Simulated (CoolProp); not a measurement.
R1234ze(Z) along the isobar 1.27 MPa: density (kg/m³) from the reference equation and from simpler models built on Tc = 150.1 °C, pc = 3.531 MPa, ω = 0.327; each cubic takes its own stable root.

Model: reference Helmholtz-energy equation of state, Akasaka 2019, in CoolProp.

```tsv
T (°C)	phase	reference
86.55	liquid	1036
93.85	liquid	1007
101.15	gas	62.68
108.45	gas	59.60
115.75	gas	56.99
123.05	gas	54.73
130.35	gas	52.74
137.65	gas	50.96
144.95	gas	49.35
152.25	gas	47.89
159.55	gas	46.55
166.85	gas	45.31
```

Problem. How far does each simpler model (van der Waals, Redlich-Kwong, Soave-Redlich-Kwong) lie from the reference over these 12 states: mean and median of the absolute difference, and the worst?

Solution. 
- van der Waals: mean 20.3 %, median 5.8 %, worst -94.3 % at 93.85 °C and 1.27 MPa
- Redlich-Kwong: mean 18.2 %, median 3.1 %, worst -93.9 % at 93.85 °C and 1.27 MPa
- Soave-Redlich-Kwong: mean 5.5 %, median 2.4 %, worst -21.7 % at 93.85 °C and 1.27 MPa

At some of these states van der Waals, Redlich-Kwong gives the other phase, because its saturation line lies elsewhere.
